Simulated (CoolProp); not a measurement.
Vapour-liquid equilibrium of acetone (1) + n-nonane (2) at 397.9 K; x and y are mole fractions of (1).

Values from CoolProp's multi-fluid Helmholtz-energy mixture model, Lemmon 2006 and Lemmon 2006; pair parameters Bell 2016.

| x | bubble pressure (MPa) | y at the bubble point | dew pressure at overall composition x (MPa) | liquid density (mol/L) |
|---|---|---|---|---|
| 0.05 | 0.1220 | 0.607 | 0.05071 | 5.077 |
| 0.2 | 0.2867 | 0.840 | ___ | ___ |
| 0.35 | 0.3871 | 0.889 | 0.07417 | 6.153 |
| 0.5 | ___ | 0.913 | 0.09624 | ___ |
| 0.65 | 0.5096 | 0.932 | 0.1367 | 7.784 |
| 0.8 | ___ | 0.955 | 0.2338 | 8.987 |
| 0.95 | 0.6449 | 0.987 | ___ | 10.65 |

Some entries are withheld; supply them.


- 0.2, dew pressure at overall composition x (MPa): 0.06027
- 0.2, liquid density (mol/L): 5.567
- 0.5, bubble pressure (MPa): 0.4535
- 0.5, liquid density (mol/L): 6.872
- 0.8, bubble pressure (MPa): 0.5704
- 0.95, dew pressure at overall composition x (MPa): 0.5576

No azeotrope shows between x = 0.05 and 0.95.

The pair parameters rest on a limited set of measurements; away from them the model extrapolates. With so large a gap from Raoult's law the liquid may split in two, which this calculation doesn't test in full.
